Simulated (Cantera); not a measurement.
Feed: 1 mol Cu2O, 3.9 mol CH4, 11 mol N2, equilibrated at 13.3 mbar.

These are equilibrium values from Cantera (NASA tables, ideal gas, pure condensed phases), not measurements of a reactor. Candidate condensed phases: C, C6H6, C7H8, C8H18, Cu, CuO, Cu(OH)2, Cu2O, H2O; 139 gas species. Kinetics and transport are ignored.

Over these rows the condensed part is C(graphite) + Cu(l). Partial pressures as log10 of bar:

| T (K) | 1000/T (1/K) | log p Cu | log p N2 | log p H2 | log p CO |
|---|---|---|---|---|---|
| 1448 | 0.6906 | -5.48 | -2.13 | -2.28 | -3.17 |
| 1498 | 0.6676 | -5.10 | -2.13 | -2.28 | -3.17 |
| 1548 | 0.6460 | -4.75 | -2.13 | -2.28 | -3.17 |
| 1598 | 0.6258 | -4.41 | -2.13 | -2.28 | -3.17 |
| 1648 | 0.6068 | ? | -2.13 | -2.28 | -3.17 |
| 1698 | 0.5889 | -3.81 | -2.14 | -2.29 | -3.18 |

**Question.** Fit log p(Cu) = a + b·(1000/T) to the five rows, give the apparent enthalpy, and predict the row at 1648 K.

**Answer.** Means: 1000/T = 0.6438, log p = -4.710. Sxy = -0.100216, Sxx = 0.0060995, so b = -16.43 and a = -4.710 − (-16.43)×0.6438 = 5.87.
Apparent enthalpy: −19.145 × (-16.43) = 315 kJ/mol. The condensed phases alone fix this pressure, through Cu(l) = Cu(g), so the slope is that reaction's ΔH° and the other gases don't enter. The five rows lie within 0.01 of the line.
Prediction at 1648 K: 5.87 + (-16.43)×0.6068 = -4.10. The computed value is -4.10, 0.00 from the line.
